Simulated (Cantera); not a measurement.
Charge: 1 mol SiH₂Cl₂, 0.09 mol O₃, 16 mol N₂, held at 923.15 K and 1.33 mbar.

These are equilibrium values from Cantera (NASA tables, ideal gas, pure condensed phases), not measurements of a reactor. Candidate condensed phases: H₂O, NH₄Cl, Si, SiO₂, Si₂N₂O, Si₃N₄; 47 gas species. N₂ is the only nitrogen source here; it is nearly inert below about 1500 K, so the nitride shown seldom forms there in practice. Rates play no part.

Base state: N₂ 0.893, HCl 0.0820, H₂ 0.0165, SiCl₄ 0.00826 (mole fractions); condensed: Si₂N₂O(s) + Si₃N₄(s).

Task: What changes in the equilibrium state with this change: temperature from 923.15 K to 1773 K?

Result: 
| species | before | after |
|---|---|---|
| N₂ | 0.893 | 0.874 |
| H₂ | 0.0165 | 0.0386 |
| SiCl₂ | 2.77e-7 | 0.0384 |
| HCl | 0.0820 | 0.0306 |
| SiO | <1e-9 | 0.0147 |
| H | <1e-9 | 0.00153 |
| Si | <1e-9 | 0.000789 |
| SiCl | <1e-9 | 0.000457 |
| Si₂N₂O(s), mol | 0.270 | 0 |
| Si₃N₄(s), mol | 0.105 | 0 |
The tables' values for SiCl, SiCl₃, SiN are old estimates; treat these amounts as uncertain.
